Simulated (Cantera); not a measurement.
Input: 1 mol SiC, 0.011 mol N2O, 4.2 mol N2, 0.38 mol CO2, held at 680 Pa.

Method: chemical equilibrium by Gibbs-energy minimisation in Cantera with the NASA 1993 tables (ideal gas, pure condensed phases). Candidate condensed phases: C, Si, SiC, SiO2, Si2N2O, Si3N4; 34 gas species. Mutual solubility and eutectic melting of coexisting phases are not modelled. Equilibrium is a limit: real reactors are often held back by kinetics, nucleation or transport.

Which condensed phases are stable at each of these points (T (K)): 1175, 1250, 1325, 1400, 1475, 1550, 1625, 1700, 1775, 1850, 1925, 2000, 2075, 2150?


| T (K) | condensed phases | Si condensed (%) |
|---|---|---|
| 1175 | C(graphite) + Si2N2O(s) | 100.0 |
| 1250 | C(graphite) + Si2N2O(s) | 100.0 |
| 1325 | C(graphite) + Si2N2O(s) | 100.0 |
| 1400 | C(graphite) + Si2N2O(s) | 100.0 |
| 1475 | C(graphite) + Si2N2O(s) | 100.0 |
| 1550 | SiC(s) + Si2N2O(s) | 99.7 |
| 1625 | SiC(s) + Si2N2O(s) | 97.9 |
| 1700 | SiC(s) + Si2N2O(s) | 88.3 |
| 1775 | SiC(s) | 80.4 |
| 1850 | SiC(s) | 80.4 |
| 1925 | SiC(s) | 80.3 |
| 2000 | SiC(s) | 79.9 |
| 2075 | SiC(s) | 78.8 |
| 2150 | SiC(s) | 76.3 |

From 1175 K to 1475 K the condensed part is C(graphite) + Si2N2O(s). From 1550 K to 1700 K the condensed part is SiC(s) + Si2N2O(s). From 1775 K to 2150 K the condensed part is SiC(s).
